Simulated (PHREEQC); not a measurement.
Solution (25 °C): 0.024 mol CdBr2 per kg of water. Closed to the air; pH follows from the charge balance.

Model: ion-association model, phreeqc.dat, run in PHREEQC.

```
quantity                  before   after
------------------------  ------  ------
pH                          6.24    6.95
ionic strength (mol/kgw)  0.0366  0.0720
Br- (mol/kgw)             0.0295  0.0480
```

### Question
Name the change that produced these shifts.
A. diluted 2-fold with water
B. CdBr2 replaced by CaBr2 at the same molality
C. CdBr2 replaced by LiBr at the same molality
D. 0.036 mol/kgw NaNO3 added
E. CdBr2 from 0.024 to 0.036 mol/kgw

### Answer
B, CdBr2 replaced by CaBr2 at the same molality

No solid was allowed to form.
